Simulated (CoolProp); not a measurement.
Benzene along the isotherm 300.1 K: fugacity coefficient from the reference equation and from simpler models built on Tc = 562.0 K, pc = 49.06 bar, ω = 0.211; each cubic takes its own stable root.

Computed with CoolProp (reference Helmholtz-energy equation of state, Thol 2012).

```
p (bar)   phase  reference
-------  ------  ---------
0.776    liquid     0.1779
1.31     liquid     0.1056
2.21     liquid    0.06279
3.73     liquid    0.03741
6.29     liquid    0.02239
10.6     liquid    0.01349
17.9     liquid   0.008202
30.2     liquid   0.005080
51       liquid   0.003241
86.1     liquid   0.002176
145      liquid   0.001593
245      liquid   0.001342
```

How far does each simpler model (van der Waals, Redlich-Kwong, Soave-Redlich-Kwong, Peng-Robinson) lie from the reference over these 12 states: mean and median of the absolute difference, and the worst?


- van der Waals: mean 1401.8 %, median 1375.0 %, worst +2340.4 % at 300.1 K and 245 bar
- Redlich-Kwong: mean 93.1 %, median 90.4 %, worst +108.0 % at 300.1 K and 245 bar
- Soave-Redlich-Kwong: mean 3.2 %, median 2.0 %, worst +10.0 % at 300.1 K and 245 bar
- Peng-Robinson: mean 6.2 %, median 6.6 %, worst +6.7 % at 300.1 K and 0.776 bar

At some of these states van der Waals gives the other phase, because its saturation line lies elsewhere.
